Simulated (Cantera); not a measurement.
# Equilibrium for carbothermic reduction: TiO2 + CH4 + H2

A closed system holds: 1 mol TiO2, 2 mol CH4, 2 mol H2, equilibrated at 1050 °C and 4.70 mbar.

Equilibrium computed with Cantera from the NASA thermochemical tables; the gas is ideal and each condensed phase is pure. Candidate condensed phases: C, C6H6, C7H8, C8H18, H2O, Ti, TiC, TiO, TiO2, Ti2O3, Ti3O5, Ti4O7; 113 gas species. Mutual solubility and eutectic melting of coexisting phases are not modelled. TiC: taken at fixed stoichiometry. Kinetics and transport are ignored.

The x(H2) comes out as 0.811, the x(CO) comes out as 0.189 and the x(H2O) is 3.04e-5. The x(H) comes out as 2.08e-5. The x(CO2) is 3.82e-6. The x(CH4) is 3.65e-6 and the n(TiC(s)) comes out as 0.600 mol. The n(Ti2O3(s)) is 0.200 mol and the gas amount is 7.400 mol. The log10 activity of Ti3O5(s) (absent) comes out as -0.21, the log10 activity of Ti4O7(s) (absent) is -0.71 and the log10 activity of C(graphite) (absent) is -0.76.
